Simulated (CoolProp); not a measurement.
Fluorine at several states: Z from the reference equation and from simpler models built on Tc = 144.4 K, pc = 52.40 bar, ω = 0.045; each cubic takes its own stable root.

Computed with CoolProp (reference Helmholtz-energy equation of state, de Reuck 1990).

```json
[
 {"T (K)": "227.5", "p (bar)": "0.161", "phase": "gas", "reference": "0.9998", "Redlich-Kwong": "0.9997", "Soave-Redlich-Kwong": "0.9998", "Peng-Robinson": "0.9997"},
 {"T (K)": "169.1", "p (bar)": "200", "phase": "supercritical", "reference": "0.5957", "Redlich-Kwong": "0.6191", "Soave-Redlich-Kwong": "0.6268", "Peng-Robinson": "0.5730"},
 {"T (K)": "151.8", "p (bar)": "21.4", "phase": "gas", "reference": "0.8728", "Redlich-Kwong": "0.8696", "Soave-Redlich-Kwong": "0.8702", "Peng-Robinson": "0.8561"},
 {"T (K)": "266.7", "p (bar)": "21.3", "phase": "gas", "reference": "0.9844", "Redlich-Kwong": "0.9824", "Soave-Redlich-Kwong": "0.9871", "Peng-Robinson": "0.9798"},
 {"T (K)": "215.8", "p (bar)": "0.167", "phase": "gas", "reference": "0.9997", "Redlich-Kwong": "0.9997", "Soave-Redlich-Kwong": "0.9997", "Peng-Robinson": "0.9996"},
 {"T (K)": "188.2", "p (bar)": "68.5", "phase": "supercritical", "reference": "0.8043", "Redlich-Kwong": "0.7961", "Soave-Redlich-Kwong": "0.8079", "Peng-Robinson": "0.7776"}
]
```
